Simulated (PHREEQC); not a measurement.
# Copper plating or etch bath: an equilibrium model

Dissolve 4.4 mmol/kgw Cu(NO3)2, 55 mmol/kgw HBF4 and 0.29 mmol/kgw KCl at 70 °C. Closed to the air; pH follows from the charge balance.

Computed with PHREEQC (ion-association model, wateq4f.dat).

```
Property                   Value
----------------  --------------
pH                          1.38
ionic strength    0.0632 mol/kgw
total alkalinity     -220 meq/kg
```

| species | molality | activity | log γ |
|---|---|---|---|
| H+ | 0.0497 | 0.0414 | -0.080 |
| BF4- | 0.0472 | 0.0362 | -0.116 |
| HF | 0.0240 | 0.0244 | 0.006 |
| NO3- | 0.00880 | 0.00680 | -0.112 |
| H3BO3 | 0.00551 | 0.00559 | 0.006 |
| Cu+2 | 0.00438 | 0.00186 | -0.372 |
| BF3OH- | 0.00180 | 0.00138 | -0.116 |

Precipitation was switched off in this run. Constants without temperature data keep their 25 °C values here. Real BF4- forms and hydrolyses slowly; the run takes it at equilibrium.
